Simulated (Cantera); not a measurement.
Charge: 1 mol SiH2Cl2, 0.0043 mol C3H8, 160 mol H2, at 2.00 mbar.

Cantera equilibrium calculation (NASA polynomials, part measured and part estimated; ideal gas, pure solids and liquids). Candidate condensed phases: C, C6H6, C7H8, C8H18, Si, SiC; 109 gas species. Mutual solubility and eutectic melting of coexisting phases are not modelled. The tables' values for SiCl are old estimates; treat these amounts as uncertain. Gases not in the tables: Si2H6 and higher silanes. Rates play no part.

Q: At 1775 K, list the 6 most abundant gas species with their mole fractions, and the condensed phases.

A: H2 0.981, HCl 0.0113, H 0.00641, Si 0.00110, SiCl2 0.000420, SiH 5.96e-5. Condensed: Si(l) + SiC(s).
